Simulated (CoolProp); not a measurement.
A single-stage vapour-compression cycle with the fluid: evaporating at 294.15 K (dew point), condensing at 331.15 K (bubble point), superheat 2 K, subcooling 5 K, compressor efficiency 0.6, no pressure losses. The same conditions are run with several fluids, on thermodynamics alone (safety and materials aside).

Computed with CoolProp (reference Helmholtz-energy equation of state of each fluid (hydrogen sulfide: Lemmon 2006; propyne: Polt 1992; CH2F2 (R32): Tillner-Roth 1997; n-perfluorobutane: Gao 2022; R134a: Tillner-Roth 1994; R236EA: Rui 2013)). The equations of Platzer and Polt are older, rougher fits.

Problem. Rank hydrogen sulfide, propyne, CH2F2 (R32), n-perfluorobutane, R134a, R236EA by cooling COP, highest first.

Solution. propyne (4.21), R236EA (4.06), R134a (3.93), hydrogen sulfide (3.84), CH2F2 (R32) (3.65), n-perfluorobutane (3.51)

```
fluid              pressure ratio  discharge temperature (K)  refrigerating effect (kJ/kg)  volumetric capacity (kJ/m³)
-----------------  --------------  -------------------------  ----------------------------  ---------------------------
hydrogen sulfide             2.29                      393.8                           352                        10700
propyne                      2.66                      362.1                           396                         3700
CH2F2 (R32)                  2.48                      374.2                           216                         8950
n-perfluorobutane            2.92                      331.1                          53.9                         1340
R134a                        2.72                      347.8                           136                         3850
R236EA                       3.19                      335.8                           118                         1400
```

The compression ends wet for: n-perfluorobutane.
